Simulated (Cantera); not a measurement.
An adiabatic, constant-volume homogeneous reactor starts with CH₄ : O₂ : N₂ = 1 : 2.53 : 9.52 (molar parts), equivalence ratio 0.79, at 1725 K and 26000 Pa.

Model: GRI-Mech 3.0 (53 species, 325 reactions), integrated in Cantera.

One state of this run: T (K) = 2765; P (bar) = 0.439; x CH₄ = <1e-12; x O₂ = 0.0454; x C₂H₄ = <1e-12; x HO₂ = 7.22e-6; x H₂O₂ = 1.84e-7; x C₂H₂ = <1e-12. x: mole fraction; the columns are a selection and need not sum to one.

Problem. Which value of t (s) does it belong to?
A. 3.01e-5
B. 2.00e-6
C. 0.00682
D. 0.000453

Solution. C, 0.00682
